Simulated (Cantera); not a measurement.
What does this Cantera script print?

```python
import numpy as np
import cantera as ct

gas_names = """
    F F2 N NF NF2 NF3 N2 Si SiF SiF2 SiF3 SiF4 SiN Si2 Si2N Si3
""".split()
cond_names = """
    Si(cr) Si(L) Si3N4(a)
""".split()


def load(file, names, dense=False):
    # The tables refer to 1 bar. Condensed volumes are neglected.
    table = {s.name: s for s in ct.Species.list_from_file(file)}
    out = []
    for n in names:
        d = dict(table[n].input_data)
        d["thermo"] = dict(d["thermo"], **{"reference-pressure": 1e5})
        if dense:
            d["equation-of-state"] = {"model": "constant-volume", "density": "1e6 g/cm^3"}
        out.append(ct.Species.from_dict(d))
    return out


gas = ct.Solution(thermo="ideal-gas", species=load("nasa_gas.yaml", gas_names))
cond = {s.name: ct.Solution(thermo="fixed-stoichiometry", species=[s], name=s.name)
        for s in load("nasa_condensed.yaml", cond_names, dense=True)}
atoms = {
    'Si3N4': {'Si': 3, 'N': 4},
    'F2': {'F': 2},
}
top_T = {'Si3N4(a)': 2400}  # K; cautious upper limits of use, not melting points


def equilibrate(T, P, feed):
    n = {}
    for name, mol in feed.items():
        for a, k in atoms[name].items():
            n[a] = n.get(a, 0.0) + k * mol
    gas.TPX = T, P, n
    mass = sum(n.values()) * gas.mean_molecular_weight
    gas.equilibrate("TP")
    valid = [c for c in cond.values() if c.min_temp <= T <= top_T.get(c.name, c.max_temp)]
    mix = ct.Mixture([(gas, mass / gas.mean_molecular_weight)] + [(c, 0.0) for c in valid])
    mix.T, mix.P = T, P
    mix.equilibrate("TP", solver="vcs", rtol=1e-11, max_steps=5000)
    return mix


results = []
feed = {'Si3N4': 1, 'F2': 16}  # mol
P = 13332.2  # Pa
for T in [848, 948, 1048, 1148, 1248, 1348, 1448, 1548, 1648, 1748, 1848, 1948, 2048]:
    mix = equilibrate(T, P, feed)
    results.append((T, P, feed, dict(zip(mix.species_names, mix.species_moles))))

top = {s: max(r[3][s] / sum(r[3][g] for g in gas_names) for r in results) for s in gas_names}
cols = sorted((s for s in top if top[s] > 0.0001), key=lambda s: -top[s])[:5]
seen = [c for c in cond_names if any(r[3].get(c, 0) > 1e-12 for r in results)]
print("log10 of partial pressures in bar; condensed amounts in mol")
print(f"{'T/K':>10s}" + "".join(f"{s[:9]:>10s}" for s in cols + seen))
for T, P, feed, n in results:
    ng = sum(n[g] for g in gas_names)
    print(f"{T:10.4g}" + "".join(f"{np.log10(max(n[s] / ng * P / 1e5, 1e-99)):10.3f}" for s in cols)
          + "".join(f"{n.get(c, 0):10.4g}" for c in seen))
```

It prints:

```
log10 of partial pressures in bar; condensed amounts in mol
       T/K         F        F2      SiF4        N2       NF3
       848    -2.346    -1.137    -1.536    -1.915    -1.838
       948    -1.810    -1.131    -1.592    -1.800    -2.616
      1048    -1.430    -1.239    -1.638    -1.819    -3.466
      1148    -1.184    -1.464    -1.696    -1.873    -4.388
      1248    -1.055    -1.810    -1.748    -1.924    -5.397
      1348    -1.002    -2.221    -1.777    -1.953    -6.421
      1448    -0.984    -2.630    -1.788    -1.964    -7.375
      1548    -0.977    -3.005    -1.793    -1.969    -8.232
      1648    -0.974    -3.343    -1.794    -1.971    -8.992
      1748    -0.973    -3.645    -1.795    -1.971    -9.669
      1848    -0.973    -3.915    -1.796    -1.972   -10.272
      1948    -0.972    -4.159    -1.796    -1.972   -10.813
      2048    -0.972    -4.380    -1.796    -1.972   -11.302
```

Equilibrium computed with Cantera from the NASA thermochemical tables; the gas is ideal and each condensed phase is pure.
